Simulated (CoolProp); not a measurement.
Carbonyl sulfide along the isotherm 299 K: fugacity coefficient from the reference equation and from simpler models built on Tc = 378.8 K, pc = 63.69 bar, ω = 0.098; each cubic takes its own stable root.

The numbers come from the reference Helmholtz-energy equation of state, Lemmon 2006 in CoolProp. It is a short technical equation, of lower accuracy than the large ones.

```
p (bar)   phase   reference  van der Waals  Redlich-Kwong  Soave-Redlich-Kwong  Peng-Robinson
-------  ------  ----------  -------------  -------------  -------------------  -------------
31.2     liquid      0.3763         0.6161         0.4074               0.3820         0.3737
62.5     liquid      0.2026         0.3453         0.2208               0.2068         0.2004
93.8     liquid      0.1454         0.2575         0.1595               0.1492         0.1433
125      liquid      0.1175         0.2157         0.1295               0.1211         0.1153
156      liquid      0.1012         0.1924         0.1121               0.1048        0.09889
188      liquid     0.09047         0.1780         0.1007              0.09404        0.08797
219      liquid  (withheld)         0.1696     (withheld)              0.08702        0.08073
250      liquid     0.07843         0.1647        0.08801              0.08211        0.07555
281      liquid     0.07487         0.1622        0.08432              0.07863        0.07177
312      liquid     0.07231         0.1616        0.08173              0.07619        0.06899
344      liquid     0.07047         0.1625        0.07992              0.07446        0.06688
375      liquid     0.06927         0.1647        0.07881              0.07340        0.06542
406      liquid     0.06853         0.1679        0.07822              0.07282        0.06440
438      liquid     0.06817         0.1721        0.07804              0.07263        0.06373
469      liquid     0.06815         0.1772        0.07824              0.07279        0.06339
500      liquid     0.06840         0.1831        0.07874              0.07324     (withheld)
```

Task: Fill in the missing entries.

Result: 
- 219, reference: 0.08341
- 219, Redlich-Kwong: 0.09322
- 500, Peng-Robinson: 0.06331
